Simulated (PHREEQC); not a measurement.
# Polishing slurry liquid (model solution)

Dissolve 0.66 mmol/kgw KOH, 0.0011 mmol/kgw KNO3 and 2 mmol/kgw H3BO3 at 25 °C. Closed to the air; pH follows from the charge balance.

All values are PHREEQC results (ion-association model, phreeqc.dat), not measurements.

The pH is 8.91 and the ionic strength comes out as 0.000661 mol/kgw. The total alkalinity comes out as 0.660 meq/kg.

| species | molality | activity | log γ |
|---|---|---|---|
| H3BO3 | 0.00135 | 0.00135 | 0.000 |
| K+ | 0.000661 | 0.000642 | -0.013 |
| H2BO3- | 0.000651 | 0.000633 | -0.013 |
| OH- | 8.50e-6 | 8.25e-6 | -0.013 |
| NO3- | 1.10e-6 | 1.07e-6 | -0.013 |
| H+ | 1.26e-9 | 1.23e-9 | -0.012 |

This is a speciation only: nothing precipitates in the calculation.
